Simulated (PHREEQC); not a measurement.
0.2 g of hydrous ferric oxide (600 m²/g; 0.2 weak and 0.005 strong sites per Fe, Dzombak-Morel constants, diffuse double layer) in 1 kg of water with 0.3 mol/kgw of an inert sodium salt and 0.05 mmol/kgw Na2SO4, at 25 °C; the pH is set by adding NaOH or the inert anion's acid. Oxygen alone is held at its pressure in air (log pO2 = -0.68). CO2 from the air is kept out. Precipitation was switched off in this run.

The series has 17 steps of pH, from 4 to 10.

All values are PHREEQC results (ion-association model, wateq4f.dat), not measurements.

Problem. Near which pH is half of the S sorbed, and on which side is more sorbed?

Solution. Near pH 5.0, with more sorbed at lower pH.
